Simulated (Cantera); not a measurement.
# Transport properties of process gases

Gas mixture: C2H2 : H2 : CH4 = 0.76 : 0.86 : 0.19 (molar parts), at 3750 Torr, frozen composition.

Cantera's kinetic-theory transport with the Lennard-Jones parameters of GRI-Mech 3.0, ideal gas; thermal conductivity in the multicomponent form. The composition is frozen, though it would react at the higher temperatures.

| T (K) | ρ (kg/m³) | cp (J/kg/K) | μ (µPa s) | λ (mW/m/K) | Pr | D (cm²/s) CH3 | D (cm²/s) OH | D (cm²/s) CO2 |
|---|---|---|---|---|---|---|---|---|
| 400 | 2.04 | 2893 | 14.2 | 88.2 | 0.464 | 0.0981 | 0.138 | 0.0730 |
| 500 | 1.63 | 3077 | 16.9 | 107 | 0.484 | 0.146 | 0.204 | 0.110 |
| 600 | 1.36 | 3229 | 19.4 | 126 | 0.498 | 0.200 | 0.278 | 0.152 |
| 700 | 1.17 | 3365 | 21.7 | 144 | 0.508 | 0.261 | 0.361 | 0.199 |
| 800 | 1.02 | 3493 | 23.9 | 162 | 0.515 | 0.328 | 0.453 | 0.251 |
| 900 | 0.907 | 3616 | 25.9 | 180 | 0.520 | 0.400 | 0.552 | 0.307 |
| 1000 | 0.816 | 3725 | 27.9 | 198 | 0.525 | 0.478 | 0.658 | 0.368 |
| 1100 | 0.742 | 3832 | 29.7 | 216 | 0.527 | 0.561 | 0.772 | 0.433 |
D: mixture-averaged diffusion coefficient of that species in the mixture.
